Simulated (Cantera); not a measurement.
Input: 1 mol Nb₂O₅, 0.4 mol H₂, 9.4 mol H₂O, held at 2000 K and 100 Torr.

Cantera equilibrium calculation (NASA polynomials, part measured and part estimated; ideal gas, pure solids and liquids). Candidate condensed phases: H₂O, Nb, NbO, NbO₂, Nb₂O₅; 12 gas species. Condensed phases not in the tables: the oxides between NbO₂ and Nb₂O₅. Equilibrium is a limit: real reactors are often held back by kinetics, nucleation or transport.

Base state: H₂O 0.955, H₂ 0.0420, OH 0.00207, H 0.000913, O₂ 0.000323, O 3.29e-5 (mole fractions); condensed: Nb₂O₅(l).

Problem. What changes in the equilibrium state with this change: pressure from 100 Torr to 0.660 Torr?

Solution. 
| species | before | after |
|---|---|---|
| H₂O | 0.955 | 0.878 |
| H₂ | 0.0420 | 0.0718 |
| OH | 0.00207 | 0.0179 |
| O₂ | 0.000323 | 0.0142 |
| H | 0.000913 | 0.0147 |
| NbO₂ | 2.87e-6 | 0.000592 |
| O | 3.29e-5 | 0.00268 |
| Nb₂O₅(l), mol | 1.000 | 0.997 |

Problem. What changes in the equilibrium state with this change: temperature from 2000 K to 973 K?

Solution. 
| species | before | after |
|---|---|---|
| H₂O | 0.955 | 0.959 |
| H₂ | 0.0420 | 0.0408 |
| OH | 0.00207 | <1e-9 |
| H | 0.000913 | <1e-9 |
| O₂ | 0.000323 | <1e-9 |
| O | 3.29e-5 | <1e-9 |
| Nb₂O₅(l), mol | 1.000 | 0 |
| Nb₂O₅(s), mol | 0 | 1.00 |

Problem. What changes in the equilibrium state with this change: temperature from 2000 K to 1973.15 K?

Solution. 
```
species          before     after
-------------  --------  --------
H₂O               0.955     0.956
H₂               0.0420    0.0417
OH              0.00207   0.00164
O               3.29e-5   2.19e-5
O₂             0.000323  0.000218
H              0.000913  0.000755
Nb₂O₅(l), mol     1.000     1.000
```
